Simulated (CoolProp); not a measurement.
R114 along the isobar 19000 kPa: Z from the reference equation and from simpler models built on Tc = 147.5 °C, pc = 3352 kPa, ω = 0.252; each cubic takes its own stable root.

Values from CoolProp's reference Helmholtz-energy equation of state, Platzer 1990. This equation is an older, rougher fit; its heat capacities, sound speeds and derivatives of the liquid may be far off and weren't checked against measurements.

```
T (°C)          phase  reference
------  -------------  ---------
98.85          liquid     0.7844
113.05         liquid     0.7773
127.35         liquid     0.7723
141.55         liquid     0.7695
155.75  supercritical     0.7688
169.95  supercritical     0.7703
184.15  supercritical     0.7739
198.45  supercritical     0.7796
212.65  supercritical     0.7874
226.85  supercritical     0.7971
```

### Question
How far does each simpler model (van der Waals, Peng-Robinson) lie from the reference over these 10 states: mean and median of the absolute difference, and the worst?

### Answer
- van der Waals: mean 28.0 %, median 28.5 %, worst +37.2 % at 98.85 °C and 19000 kPa
- Peng-Robinson: mean 7.9 %, median 8.1 %, worst -9.7 % at 98.85 °C and 19000 kPa
